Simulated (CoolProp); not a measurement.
The fluid at 373.18 K and 2.99 MPa flows at 0.12 m/s in a round tube of 20 mm bore and 0.25 µm roughness, fully developed (64/Re and Nu = 3.66 if laminar; Colebrook and Gnielinski if turbulent). The same conditions are run with several fluids, on thermodynamics alone (safety and materials aside).

Model: reference Helmholtz-energy equation of state of each fluid (n-pentane: Thol 2019; isobutane: Bücker 2006; R245fa: Akasaka 2015; R236FA: Pan 2012; R236EA: Rui 2013), in CoolProp.

```
fluid      Reynolds number  Darcy friction factor  pressure drop (Pa/m)  heat-transfer coefficient (W/(m² K))  mass flow (kg/h)
---------  ---------------  ---------------------  --------------------  ------------------------------------  ----------------
n-pentane            14500                 0.0280                  5.50                                   338              73.9
isobutane            14700                 0.0280                  4.43                                   282              59.7
R245fa               15200                 0.0277                  11.1                                   324               151
R236FA               22100                 0.0253                  9.56                                   317               143
R236EA               18200                 0.0265                  11.0                                   306               156
```

Transport values come from each fluid's own correlations; those of n-pentane, R245fa, R236FA, R236EA are estimates that may be off by 10 % or more.
